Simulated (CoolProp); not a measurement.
n-perfluorohexane at several states: Z from the reference equation and from simpler models built on Tc = 448.0 K, pc = 1742 kPa, ω = 0.497; each cubic takes its own stable root.

Model: reference Helmholtz-energy equation of state, Gao 2022, in CoolProp.

```json
[
 {"T (K)": "365.4", "p (kPa)": "163", "phase": "gas", "reference": "0.9287", "Redlich-Kwong": "0.9406", "Soave-Redlich-Kwong": "0.9309", "Peng-Robinson": "0.9267"},
 {"T (K)": "222.9", "p (kPa)": "20.8", "phase": "liquid", "reference": "0.002011", "Redlich-Kwong": "0.002462", "Soave-Redlich-Kwong": "0.002354", "Peng-Robinson": "0.002096"},
 {"T (K)": "303.9", "p (kPa)": "19.4", "phase": "gas", "reference": "0.9848", "Redlich-Kwong": "0.9888", "Soave-Redlich-Kwong": "0.9860", "Peng-Robinson": "0.9854"},
 {"T (K)": "448.6", "p (kPa)": "108", "phase": "gas", "reference": "0.9780", "Redlich-Kwong": "0.9787", "Soave-Redlich-Kwong": "0.9787", "Peng-Robinson": "0.9763"},
 {"T (K)": "202.7", "p (kPa)": "14.4", "phase": "liquid", "reference": "0.001486", "Redlich-Kwong": "0.001826", "Soave-Redlich-Kwong": "0.001757", "Peng-Robinson": "0.001567"},
 {"T (K)": "304.3", "p (kPa)": "10000", "phase": "liquid", "reference": "0.7855", "Redlich-Kwong": "0.9241", "Soave-Redlich-Kwong": "0.8872", "Peng-Robinson": "0.7905"}
]
```
